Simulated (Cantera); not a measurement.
Mixture: CH₄ : H₂ : O₂ : N₂ = 1 : 0.048 : 2.2 : 8.27 (molar parts), equivalence ratio 0.92, at 2630 Torr, adiabatic and at constant pressure. Ignition delay is the time to a rise of 400 K.

Computed with Cantera and GRI-Mech 3.0 (53 species, 325 reactions).

Task: What does this change do: 1 parts H2O added?

Result: 
| quantity | before | after |
|---|---|---|
| delay at 1300 K | 2.62 ms | 2.96 ms |
| delay at 1375 K | 1.18 ms | 1.39 ms |
| delay at 1450 K | 0.555 ms | 0.660 ms |
| delay at 1525 K | 0.274 ms | 0.323 ms |
| delay at 1600 K | 0.143 ms | 0.164 ms |
| delay at 1675 K | 79.3 µs | 88.1 µs |
| apparent activation energy between 1525 and 1675 K | 180 kJ/mol | 180 kJ/mol |
